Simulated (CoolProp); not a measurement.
A Linde-Hampson liquefier for nitrogen: isothermal reversible compression at 200 K from 1 atm to 10 MPa, throttling to 1 atm, return gas leaving the recuperator 5 K below the feed. Each further row changes one setting.

The numbers come from the reference Helmholtz-energy equation of state, Span 2000 in CoolProp.

```
case                        liquid yield per pass  compression work (kJ/kg of gas)
--------------------------  ---------------------  -------------------------------
as stated                                   0.134                              261
high pressure 20 MPa                        0.221                              ___
warm-end temperature 230 K                  0.085                              ___
warm-end gap 10 K                             ___                              261
```

Problem. Complete the blanks.

Solution. 
- high pressure 20 MPa, compression work (kJ/kg of gas): 296
- warm-end temperature 230 K, compression work (kJ/kg of gas): 307
- warm-end gap 10 K, liquid yield per pass: 0.120
